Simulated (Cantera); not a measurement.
Stirred combustor or abatement burner

A perfectly stirred reactor is fed with 5.19 % CH4, 1.56 % C2H6, 19.6 % O2, 73.7 % N2, at 100000 Pa; it is adiabatic with a 348 K inlet, and is followed from long to short residence time, starting on the burning branch (τ in s: 0.052, 0.021, 0.0088, 0.0036, 0.0015, 0.00061, 0.00025, 0.0001, 4.3e-05, 1.8e-05, 7.2e-06).

Computed with Cantera and GRI-Mech 3.0 (53 species, 325 reactions).

| τ (s) | T (K) | x CH4 | x C2H6 | x O2 | x NO2 | x N2O |
|---|---|---|---|---|---|---|
| 0.052 | 2042 | 5.45e-6 | 2.82e-7 | 0.0374 | 1.40e-7 | 2.85e-7 |
| 0.021 | 2026 | 1.02e-5 | 6.01e-7 | 0.0379 | 8.32e-8 | 3.14e-7 |
| 0.0088 | 2001 | 1.82e-5 | 1.20e-6 | 0.0388 | 4.92e-8 | 3.13e-7 |
| 0.0036 | 1964 | 3.39e-5 | 2.42e-6 | 0.0401 | 2.86e-8 | 2.85e-7 |
| 0.0015 | 1916 | 6.50e-5 | 4.84e-6 | 0.0420 | 1.75e-8 | 2.49e-7 |
| 0.00061 | 1853 | 0.000137 | 1.03e-5 | 0.0447 | 1.09e-8 | 2.13e-7 |
| 0.00025 | 1775 | 0.000328 | 2.44e-5 | 0.0490 | 6.56e-9 | 1.81e-7 |
| 0.00010 | 1642 | 0.00143 | 0.000103 | 0.0614 | 3.29e-9 | 1.26e-7 |
| 4.3e-5 | 348 | 0.0519 | 0.0156 | 0.196 | <1e-12 | <1e-12 |
| 1.8e-5 | 348 | 0.0519 | 0.0156 | 0.196 | <1e-12 | <1e-12 |
| 7.2e-6 | 348 | 0.0519 | 0.0156 | 0.196 | <1e-12 | <1e-12 |
x: mole fraction; the columns are a selection and need not sum to one.
